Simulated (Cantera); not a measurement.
An isothermal, constant-pressure homogeneous reactor starts with 0.442 % CO, 0.727 % O2, 0.638 % H2O, 98.2 % N2, equivalence ratio 0.30, at 1425 K and 0.987 atm.

Computed with Cantera and GRI-Mech 3.0 (53 species, 325 reactions).

One state of this run: x CO = 2.14e-7; x O2 = 0.00507; x H2O = 0.00639; x CO2 = 0.00443; x H2 = 1.14e-7; x NO = 8.46e-7. x: mole fraction; the columns are a selection and need not sum to one.

Task: Which value of t (s) does it belong to?
A) 3.77
B) 0.000600
C) 0.00534
D) 0.423

Result: D, 0.423
